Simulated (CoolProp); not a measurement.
Vapour-liquid equilibrium of methanol (1) + ethanol (2) at 235.4 K; x and y are mole fractions of (1).

Values from CoolProp's multi-fluid Helmholtz-energy mixture model, de Reuck 1993 and Schroeder 2014; pair parameters Bell 2016.

**Question.** Give the bubble pressure and the first vapour's composition at x = 0.15, 0.55, 0.85. Is there an azeotrope?

**Answer.** x = 0.15: 0.09700 kPa, y = 0.388; x = 0.55: 0.1641 kPa, y = 0.805; x = 0.85: 0.2177 kPa, y = 0.953. No azeotrope shows between x = 0.05 and 0.95.

Pair parameters are fitted to limited data, so mixtures are less certain than the pure fluids. The gap from Raoult's law changes sign with composition, which may be real or a fault of the pair parameters; it wasn't checked against measurements.
